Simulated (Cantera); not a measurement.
Cantera run, input and output.

```python
import numpy as np
import cantera as ct

gas = ct.Solution("gri30.yaml")
gas.TPX = 1125, 2666, {'N2O': 1, 'O2': 0.18}
reactor = ct.IdealGasConstPressureReactor(gas, energy="off", clone=False)
net = ct.ReactorNet([reactor])
net.rtol, net.atol = 1e-08, 1e-18
show = ['N2O', 'O2', 'NO', 'NO2', 'N2', 'O']
times = np.geomspace(0.0005, 50, 14)

steps = ct.SolutionArray(gas, extra=["t"])
rows = []
print(f"{'t/s':>10s}{'T/K':>9s}{'P/Pa':>11s}" + "".join(f"{s:>11s}" for s in show))
for t in times:
    while net.time < t:
        t_next = net.step()
        steps.append(gas.state, t=t_next)
    rows.append([np.interp(t, steps.t, y) for y in (steps.T, steps.P, *steps(*show).X.T)])
    print(f"{t:10.3e}{rows[-1][0]:9.1f}{rows[-1][1]:11.4g}" + "".join(f"{x:11.3e}" for x in rows[-1][2:]))
rate = np.gradient(steps.T, steps.t)
print("integrator steps:", len(steps.t))
if steps.T.max() > steps.T[0] + 200:
    print(f"time of steepest temperature rise: {steps.t[rate.argmax()]:.4e} s")
gas.TPX = 1125, 2666, {'N2O': 1, 'O2': 0.18}
gas.equilibrate("TP")
print(f"equilibrium (TP): T = {gas.T:.1f} K  " + "  ".join(f"{s} {gas[s].X[0]:.3e}" for s in show))
```

It prints:

```
       t/s      T/K       P/Pa        N2O         O2         NO        NO2         N2          O
 5.000e-04   1125.0       2666  8.475e-01  1.525e-01  5.530e-08  1.959e-15  1.096e-06  4.018e-07
 1.212e-03   1125.0       2666  8.475e-01  1.525e-01  2.054e-07  2.511e-14  3.086e-06  5.089e-07
 2.939e-03   1125.0       2666  8.474e-01  1.525e-01  6.067e-07  2.152e-13  8.138e-06  5.242e-07
 7.126e-03   1125.0       2666  8.474e-01  1.526e-01  1.585e-06  1.465e-12  2.042e-05  5.243e-07
 1.728e-02   1125.0       2666  8.474e-01  1.526e-01  3.958e-06  9.131e-12  5.019e-05  5.243e-07
 4.188e-02   1125.0       2666  8.473e-01  1.526e-01  9.710e-06  5.462e-11  1.224e-04  5.243e-07
 1.015e-01   1125.0       2666  8.470e-01  1.527e-01  2.365e-05  3.209e-10  2.973e-04  5.243e-07
 2.462e-01   1125.0       2666  8.464e-01  1.528e-01  5.743e-05  1.830e-09  7.212e-04  5.243e-07
 5.969e-01   1125.0       2666  8.449e-01  1.532e-01  1.392e-04  9.998e-09  1.747e-03  5.243e-07
 1.447e+00   1125.0       2666  8.412e-01  1.542e-01  3.366e-04  4.978e-08  4.224e-03  5.243e-07
 3.509e+00   1125.0       2666  8.324e-01  1.566e-01  8.104e-04  2.070e-07  1.017e-02  5.242e-07
 8.506e+00   1125.0       2666  8.115e-01  1.623e-01  1.933e-03  6.720e-07  2.426e-02  5.240e-07
 2.062e+01   1125.0       2666  7.637e-01  1.752e-01  4.505e-03  1.795e-06  5.658e-02  5.236e-07
 5.000e+01   1125.0       2666  6.618e-01  2.028e-01  9.979e-03  4.295e-06  1.254e-01  5.224e-07
integrator steps: 480
equilibrium (TP): T = 1125.0 K  N2O 1.347e-09  O2 4.047e-01  NO 1.288e-04  NO2 7.227e-07  N2 5.952e-01  O 1.810e-08
```

Model: GRI-Mech 3.0 (53 species, 325 reactions), integrated in Cantera. GRI-Mech 3.0 was tuned for natural gas; its chemistry of N2O as a main component is partial and can be far from experiment. Radical loss at walls, strong at low pressure, is not modelled. The mechanism lacks the step 2 NO + O2 → 2 NO2, which can matter for NO2 below about 1400 K. The temperature is held fixed by assumption; the heat of reaction is taken as removed at once.
